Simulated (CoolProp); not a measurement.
A Linde-Hampson liquefier for ethylene: isothermal reversible compression at 320 K from 1 atm to 25 MPa, throttling to 1 atm, return gas leaving the recuperator 10 K below the feed. Each further row changes one setting.

Values from CoolProp's reference Helmholtz-energy equation of state, Smukala 2000.

| case | liquid yield per pass | compression work (kJ/kg of gas) |
|---|---|---|
| as stated | 0.412 | 432 |
| high pressure 50 MPa | 0.407 | ? |
| warm-end temperature 350 K | ? | ? |
| warm-end gap 15 K | ? | 432 |

What belongs in the gaps?


- high pressure 50 MPa, compression work (kJ/kg of gas): 491
- warm-end temperature 350 K, liquid yield per pass: 0.333
- warm-end temperature 350 K, compression work (kJ/kg of gas): 498
- warm-end gap 15 K, liquid yield per pass: 0.405
